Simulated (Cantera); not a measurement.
Charge: 1 mol BN, 0.11 mol H2O, 0.71 mol H2, equilibrated at 927 °C.

These are equilibrium values from Cantera (NASA tables, ideal gas, pure condensed phases), not measurements of a reactor. Candidate condensed phases: B, BN, B2O3, B3O3H3, H2O; 39 gas species. Mutual solubility and eutectic melting of coexisting phases are not modelled. Equilibrium is a limit: real reactors are often held back by kinetics, nucleation or transport.

**Question.** At 320 Pa, list the 4 most abundant gas species with their mole fractions, and the condensed phases.

**Answer.** H2 0.957, N2 0.0426, H2O 0.000439, HBO2 0.000308. Condensed: BN(s) + B2O3(l).
